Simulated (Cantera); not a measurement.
Transport properties of process gases

Gas mixture: N₂ : CH₃OH = 0.18 : 0.77 (molar parts), at 1.28 Torr, frozen composition.

Cantera's kinetic-theory transport with the Lennard-Jones parameters of GRI-Mech 3.0, ideal gas; thermal conductivity in the mixture-averaged form. Polar gases are described roughly by these parameters. The composition is frozen, though it would react at the higher temperatures.

```tsv
T (K)	ρ (kg/m³)	cp (J/kg/K)	μ (µPa s)	λ (mW/m/K)	Pr	D (cm²/s) NO	D (cm²/s) CO₂	D (cm²/s) OH
400	0.00160	1510	14.3	29.0	0.746	162	119	255
650	0.000984	2021	22.7	59.8	0.767	388	298	605
900	0.000711	2389	30.1	92.4	0.779	682	537	1060
1150	0.000556	2676	36.8	124	0.792	1040	826	1610
1400	0.000457	2878	42.7	154	0.798	1440	1160	2240
1650	0.000388	3026	48.2	182	0.800	1900	1540	2950
1900	0.000337	3135	53.3	209	0.801	2410	1950	3730
2150	0.000297	3214	58.1	233	0.801	2960	2410	4580
2400	0.000266	3274	62.7	256	0.801	3550	2890	5500
```
D: mixture-averaged diffusion coefficient of that species in the mixture.
